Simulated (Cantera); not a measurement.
Cantera run, input and output.

```python
import numpy as np
import cantera as ct

gas = ct.Solution("gri30.yaml")
gas.TPX = 1225, 44000, {'N2O': 1}
reactor = ct.IdealGasConstPressureReactor(gas, energy="off", clone=False)
net = ct.ReactorNet([reactor])
net.rtol, net.atol = 1e-08, 1e-18
show = ['N2O', 'NO', 'O2', 'NO2', 'O']
times = np.geomspace(1e-05, 200, 12)

steps = ct.SolutionArray(gas, extra=["t"])
rows = []
print(f"{'t/s':>10s}{'T/K':>9s}{'P/Pa':>11s}" + "".join(f"{s:>11s}" for s in show))
for t in times:
    while net.time < t:
        t_next = net.step()
        steps.append(gas.state, t=t_next)
    rows.append([np.interp(t, steps.t, y) for y in (steps.T, steps.P, *steps(*show).X.T)])
    print(f"{t:10.3e}{rows[-1][0]:9.1f}{rows[-1][1]:11.4g}" + "".join(f"{x:11.3e}" for x in rows[-1][2:]))
rate = np.gradient(steps.T, steps.t)
print("integrator steps:", len(steps.t))
if steps.T.max() > steps.T[0] + 200:
    print(f"time of steepest temperature rise: {steps.t[rate.argmax()]:.4e} s")
gas.TPX = 1225, 44000, {'N2O': 1}
gas.equilibrate("TP")
print(f"equilibrium (TP): T = {gas.T:.1f} K  " + "  ".join(f"{s} {gas[s].X[0]:.3e}" for s in show))
```

It prints:

```
       t/s      T/K       P/Pa        N2O         NO         O2        NO2          O
 1.000e-05   1225.0    4.4e+04  1.000e+00  1.521e-07  5.837e-07  5.451e-14  1.445e-06
 4.610e-05   1225.0    4.4e+04  1.000e+00  1.649e-06  6.331e-06  6.405e-12  2.548e-06
 2.125e-04   1225.0    4.4e+04  9.999e-01  9.708e-06  3.727e-05  2.215e-10  2.612e-06
 9.799e-04   1225.0    4.4e+04  9.994e-01  4.691e-05  1.801e-04  5.118e-09  2.612e-06
 4.518e-03   1225.0    4.4e+04  9.972e-01  2.180e-04  8.374e-04  1.045e-07  2.612e-06
 2.083e-02   1225.0    4.4e+04  9.870e-01  9.986e-04  3.841e-03  1.742e-06  2.608e-06
 9.602e-02   1225.0    4.4e+04  9.419e-01  4.441e-03  1.715e-02  1.646e-05  2.589e-06
 4.427e-01   1225.0    4.4e+04  7.672e-01  1.761e-02  6.873e-02  7.945e-05  2.491e-06
 2.041e+00   1225.0    4.4e+04  3.477e-01  4.737e-02  1.936e-01  2.259e-04  2.021e-06
 9.410e+00   1225.0    4.4e+04  3.246e-02  6.262e-02  2.909e-01  3.335e-04  5.168e-07
 4.338e+01   1225.0    4.4e+04  2.007e-05  6.193e-02  3.018e-01  7.337e-04  3.538e-08
 2.000e+02   1225.0    4.4e+04  9.517e-07  6.186e-02  3.018e-01  7.362e-04  3.510e-08
integrator steps: 1185
equilibrium (TP): T = 1225.0 K  N2O 1.156e-08  NO 2.746e-04  O2 3.332e-01  NO2 3.436e-06  O 3.686e-08
```

Cantera simulation using GRI-Mech 3.0 (53 species, 325 reactions); the numbers are that mechanism's predictions, not measurements. GRI-Mech 3.0 was tuned for natural gas; its chemistry of N2O as a main component is partial and can be far from experiment. The mechanism lacks the step 2 NO + O2 → 2 NO2, which can matter for NO2 below about 1400 K. The temperature is held fixed by assumption; the heat of reaction is taken as removed at once.
